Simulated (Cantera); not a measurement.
A perfectly stirred reactor is fed with CH4 : C2H6 : C3H8 : O2 : N2 = 1 : 0.14 : 0.15 : 2.49 : 9.37 (molar parts), equivalence ratio 1.3, at 120000 Pa; it is adiabatic with a 425 K inlet, and is followed from long to short residence time, starting on the burning branch (τ in s: 0.23, 0.096, 0.041, 0.017, 0.0073, 0.0031, 0.0013, 0.00055, 0.00023, 9.9e-05, 4.2e-05, 1.8e-05).

Detailed kinetics in Cantera: GRI-Mech 3.0 (53 species, 325 reactions). GRI-Mech 3.0 was tuned for natural gas; its chemistry of propane as a main component is partial and can be far from experiment.

One state of this run: T (K) = 2058; x CH4 = 0.000254; x C2H6 = 5.71e-6; x C3H8 = 4.16e-6; x H2O2 = 9.47e-8; x C2H2 = 9.06e-5. x: mole fraction; the columns are a selection and need not sum to one.

Task: Which value of τ (s) does it belong to?
A) 0.00055
B) 0.096
C) 4.2e-5
D) 1.8e-5

Result: A, 0.00055
